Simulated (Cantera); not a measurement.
Input: 1 mol H2S, 3.6 mol O2, 0.0086 mol SO2, held at 3500 K and 0.00133 bar.

Method: chemical equilibrium by Gibbs-energy minimisation in Cantera with the NASA 1993 tables (ideal gas, pure condensed phases). Candidate condensed phases: H2O, H2SO4, S; 19 gas species. Equilibrium is a limit: real reactors are often held back by kinetics, nucleation or transport.

Base state: O 0.701, H 0.196, S 0.0964, SO 0.00284, O2 0.00270, OH 0.000900, H2 0.000146, SH 2.25e-5 (mole fractions); condensed: gas only.

### Question
What changes in the equilibrium state with this change: temperature from 3500 K to 2925 K?

### Answer
| species | before | after |
|---|---|---|
| O | 0.701 | 0.601 |
| H | 0.196 | 0.201 |
| O2 | 0.00270 | 0.0636 |
| SO | 0.00284 | 0.0502 |
| SO2 | 1.53e-5 | 0.0101 |
| OH | 0.000900 | 0.0167 |
| S | 0.0964 | 0.0534 |
| H2O | 1.46e-6 | 0.000918 |
| H2 | 0.000146 | 0.00345 |
| SH | 2.25e-5 | 0.000164 |

### Question
What changes in the equilibrium state with this change: temperature from 3500 K to 1750 K?

### Answer
```
species   before     after
-------  -------  --------
O2       0.00270     0.508
SO2      1.53e-5     0.245
H2O      1.46e-6     0.240
O          0.701   0.00146
S         0.0964   1.85e-8
H          0.196  0.000112
SO3        <1e-9   8.02e-5
SH       2.25e-5     <1e-9
S2       1.57e-5     <1e-9
```
